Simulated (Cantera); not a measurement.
An isothermal, constant-pressure homogeneous reactor starts with 0.109 % CO, 5.92 % O₂, 2.91 % H₂O, 91.1 % N₂, at 1125 K and 4.10 bar.

Detailed kinetics in Cantera: GRI-Mech 3.0 (53 species, 325 reactions).

One state of this run: x CO = 2.25e-5; x O₂ = 0.0587; x H₂O = 0.0292; x CO₂ = 0.00107; x H = 5.62e-11; x OH = 1.53e-7. x: mole fraction; the columns are a selection and need not sum to one.

Task: Which value of t (s) does it belong to?
(A) 0.00140
(B) 0.000530
(C) 9.00
(D) 1.28

Result: D, 1.28
